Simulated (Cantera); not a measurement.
A perfectly stirred reactor is fed with CH4 : H2 = 1 : 18 (molar parts), at 750 Torr; it is held at 1525 K, and followed from long to short residence time.

Computed with Cantera and GRI-Mech 3.0 (53 species, 325 reactions). GRI-Mech 3.0 stops at C3 and has no aromatics, soot or wall deposition, so with more carbon than oxygen in the feed, carbon stays in small species such as C2H2 where larger ones or solid carbon would form.

Question: What does this change do: pressure from 750 Torr to 15.0 Torr?

Answer: 
| quantity | before | after |
|---|---|---|
| x(CH4) at τ = 25.0 s | 0.0413 | 0.0265 |
| x(H2) at τ = 25.0 s | 0.953 | 0.961 |
| x(C2H4) at τ = 25.0 s | 0.000938 | 7.52e-5 |
| x(C2H2) at τ = 25.0 s | 0.00446 | 0.0123 |
| x(C2H6) at τ = 25.0 s | 6.52e-6 | 1.04e-6 |
| x(CH4) at τ = 78.0 ms | 0.0515 | 0.0525 |
| x(H2) at τ = 78.0 ms | 0.948 | 0.947 |
| x(C2H4) at τ = 78.0 ms | 0.000128 | 1.55e-5 |
| x(C2H2) at τ = 78.0 ms | 0.000395 | 1.35e-5 |
| x(C2H6) at τ = 78.0 ms | 4.98e-6 | 1.18e-6 |
Radical loss at walls, strong at low pressure, is not modelled.

Question: What does this change do: temperature 1525 to 1550 K?

Answer: 
```tsv
quantity	before	after
x(CH4) at τ = 25.0 s	0.0413	0.0376
x(H2) at τ = 25.0 s	0.953	0.955
x(C2H4) at τ = 25.0 s	0.000938	0.00102
x(C2H2) at τ = 25.0 s	0.00446	0.00614
x(C2H6) at τ = 25.0 s	6.52e-6	5.93e-6
x(CH4) at τ = 78.0 ms	0.0515	0.0508
x(H2) at τ = 78.0 ms	0.948	0.948
x(C2H4) at τ = 78.0 ms	0.000128	0.000164
x(C2H2) at τ = 78.0 ms	0.000395	0.000680
x(C2H6) at τ = 78.0 ms	4.98e-6	5.46e-6
```

Question: What does this change do: temperature 1525 to 1950 K?

Answer: 
| quantity | before | after |
|---|---|---|
| x(CH4) at τ = 25.0 s | 0.0413 | 0.00308 |
| x(H2) at τ = 25.0 s | 0.953 | 0.972 |
| x(C2H4) at τ = 25.0 s | 0.000938 | 0.000202 |
| x(C2H2) at τ = 25.0 s | 0.00446 | 0.0233 |
| x(C2H6) at τ = 25.0 s | 6.52e-6 | 1.26e-7 |
| x(CH4) at τ = 78.0 ms | 0.0515 | 0.00964 |
| x(H2) at τ = 78.0 ms | 0.948 | 0.969 |
| x(C2H4) at τ = 78.0 ms | 0.000128 | 0.000183 |
| x(C2H2) at τ = 78.0 ms | 0.000395 | 0.0201 |
| x(C2H6) at τ = 78.0 ms | 4.98e-6 | 8.39e-7 |
